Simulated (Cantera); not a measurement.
Feed: 1 mol SiH4, 0.45 mol Cl2, 320 mol H2, held at 1250 °C and 1 atm.

These are equilibrium values from Cantera (NASA tables, ideal gas, pure condensed phases), not measurements of a reactor. Candidate condensed phases: Si; 19 gas species. Rates play no part.

Problem. What is the equilibrium state?

Solution. 
```
Quantity        Value
----------  ---------
x(H2)           0.997
x(HCl)        0.00274
x(SiCl2)      2.46e-5
x(H)          2.29e-5
x(SiH2)       2.00e-6
x(SiH3Cl)     1.35e-6
x(SiH4)       1.06e-6
n(Si(s))    0.990 mol
gas amount  322.5 mol
```
